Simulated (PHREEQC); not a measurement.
Make-up at 25 °C: 4.4 mol/kgw KOH, 3.9 mol/kgw KCl and 0.39 mol/kgw NaCl. Closed to the air; pH follows from the charge balance.

Computed with PHREEQC (Pitzer model, pitzer.dat).

| quantity | before | after |
|---|---|---|
| pH | 15.47 | 15.14 |
| ionic strength (mol/kgw) | 8.69 | 4.79 |
| SI of Sylvite (KCl) | +0.46 | -0.96 |

Name the change that produced these shifts.
A. KOH replaced by K2CO3 at the same molality
B. KCl left out
C. NaCl left out
D. temperature from 25 to 50 °C
E. KOH from 4.4 to 0.88 mol/kgw

B, KCl left out

No solid was allowed to form. Some of these states are supersaturated (in Sylvite, for instance). In brines, pH and single-ion activities rest on the MacInnes convention.
